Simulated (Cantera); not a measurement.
Charge: 1 mol SiH2Cl2, 0.11 mol NH3, 2.2 mol N2, equilibrated at 1048 K and 13.3 mbar.

Equilibrium computed with Cantera from the NASA thermochemical tables; the gas is ideal and each condensed phase is pure. Candidate condensed phases: NH4Cl, Si, Si3N4; 28 gas species. The tables' values for SiCl3 are old estimates; treat these amounts as uncertain. Rates play no part.

Base state: N2 0.466, HCl 0.331, H2 0.150, SiCl4 0.0525, SiHCl3 0.000244, SiCl3 0.000171, SiCl2 1.02e-5 (mole fractions); condensed: Si3N4(s).

**Question.** What changes in the equilibrium state with this change: SiH2Cl2 replaced by SiH4?

**Answer.** 
```csv
species,before,after
H2,0.150,0.577
N2,0.466,0.423
HCl,0.331,0
SiCl4,0.0525,0
SiHCl3,0.000244,0
SiCl3,0.000171,0
SiCl2,1.02e-5,0
"Si3N4(s), mol",0.268,0.333
```

**Question.** What changes in the equilibrium state with this change: N2 from 2.2 to 12 mol?

**Answer.** 
| species | before | after |
|---|---|---|
| N2 | 0.466 | 0.849 |
| HCl | 0.331 | 0.109 |
| H2 | 0.150 | 0.0315 |
| SiCl4 | 0.0525 | 0.00959 |
| SiHCl3 | 0.000244 | 2.82e-5 |
| SiCl3 | 0.000171 | 4.32e-5 |
| SiCl2 | 1.02e-5 | 3.56e-6 |
| Si3N4(s), mol | 0.268 | 0.290 |

**Question.** What changes in the equilibrium state with this change: NH3 from 0.11 to 16 mol?

**Answer.** 
```json
[
 {"species": "H2", "before": "0.150", "after": "0.675"},
 {"species": "N2", "before": "0.466", "after": "0.268"},
 {"species": "HCl", "before": "0.331", "after": "0.0563"},
 {"species": "SiCl4", "before": "0.0525", "after": "3.14e-6"},
 {"species": "SiCl3", "before": "0.000171", "after": "1.27e-7"},
 {"species": "SiHCl3", "before": "0.000244", "after": "3.85e-7"},
 {"species": "SiCl2", "before": "1.02e-5", "after": "9.45e-8"},
 {"species": "Si3N4(s), mol", "before": "0.268", "after": "0.333"}
]
```
